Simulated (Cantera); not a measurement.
What does this Cantera script print?

```python
import numpy as np
import cantera as ct

gas = ct.Solution("gri30.yaml")
gas.TPX = 1575, 69000, {'C3H8': 1, 'O2': 6.85, 'N2': 63.7}
reactor = ct.IdealGasConstPressureReactor(gas, energy="on", clone=False)
net = ct.ReactorNet([reactor])
net.rtol, net.atol = 1e-08, 1e-16
show = ['C3H8', 'O2', 'CH2', 'H', 'CH2CO']
times = np.geomspace(4e-06, 0.6, 16)

steps = ct.SolutionArray(gas, extra=["t"])
rows = []
print(f"{'t/s':>10s}{'T/K':>9s}{'P/Pa':>11s}" + "".join(f"{s:>11s}" for s in show))
for t in times:
    while net.time < t:
        t_next = net.step()
        steps.append(gas.state, t=t_next)
    rows.append([np.interp(t, steps.t, y) for y in (steps.T, steps.P, *steps(*show).X.T)])
    print(f"{t:10.3e}{rows[-1][0]:9.1f}{rows[-1][1]:11.4g}" + "".join(f"{x:11.3e}" for x in rows[-1][2:]))
rate = np.gradient(steps.T, steps.t)
print("integrator steps:", len(steps.t))
if steps.T.max() > steps.T[0] + 200:
    print(f"time of steepest temperature rise: {steps.t[rate.argmax()]:.4e} s")
gas.TPX = 1575, 69000, {'C3H8': 1, 'O2': 6.85, 'N2': 63.7}
gas.equilibrate("HP")
print(f"equilibrium (HP): T = {gas.T:.1f} K  " + "  ".join(f"{s} {gas[s].X[0]:.3e}" for s in show))
```

Result:

```
       t/s      T/K       P/Pa       C3H8         O2        CH2          H      CH2CO
 4.000e-06   1571.5    6.9e+04  1.354e-02  9.562e-02  1.597e-07  2.727e-05  1.409e-07
 8.854e-06   1567.3    6.9e+04  1.280e-02  9.537e-02  8.093e-07  3.723e-05  2.412e-06
 1.960e-05   1562.1    6.9e+04  1.089e-02  9.455e-02  2.483e-06  6.173e-05  2.797e-05
 4.338e-05   1569.6    6.9e+04  5.957e-03  9.079e-02  7.023e-06  1.706e-04  3.153e-04
 9.602e-05   1895.7    6.9e+04  4.307e-18  4.008e-02  2.364e-07  7.496e-03  1.057e-05
 2.125e-04   1969.0    6.9e+04  1.118e-46  3.155e-02  5.936e-17  1.043e-02  9.874e-20
 4.704e-04   2057.8    6.9e+04  3.915e-48  3.027e-02  2.587e-17  6.355e-03  4.212e-20
 1.041e-03   2148.4    6.9e+04  6.261e-50  2.883e-02  9.599e-18  3.002e-03  1.565e-20
 2.305e-03   2221.2    6.9e+04  5.968e-52  2.732e-02  2.607e-18  1.154e-03  3.917e-21
 5.102e-03   2264.3    6.9e+04  8.981e-54  2.624e-02  6.044e-19  4.441e-04  8.051e-22
 1.129e-02   2277.0    6.9e+04  1.567e-54  2.582e-02  3.099e-19  2.895e-04  3.932e-22
 2.500e-02   2276.9    6.9e+04  1.391e-54  2.558e-02  2.937e-19  2.797e-04  3.723e-22
 5.533e-02   2275.1    6.9e+04  1.382e-54  2.516e-02  2.881e-19  2.769e-04  3.671e-22
 1.225e-01   2272.4    6.9e+04  1.364e-54  2.450e-02  2.791e-19  2.726e-04  3.583e-22
 2.711e-01   2269.7    6.9e+04  1.346e-54  2.384e-02  2.698e-19  2.684e-04  3.492e-22
 6.000e-01   2268.6    6.9e+04  1.338e-54  2.357e-02  2.660e-19  2.667e-04  3.454e-22
integrator steps: 1747
time of steepest temperature rise: 8.2362e-05 s
equilibrium (HP): T = 2268.5 K  C3H8 2.467e-54  O2 2.355e-02  CH2 3.823e-19  H 2.665e-04  CH2CO 4.354e-22
```

Cantera simulation using GRI-Mech 3.0 (53 species, 325 reactions); the numbers are that mechanism's predictions, not measurements. GRI-Mech 3.0 was tuned for natural gas; its chemistry of propane as a main component is partial and can be far from experiment.
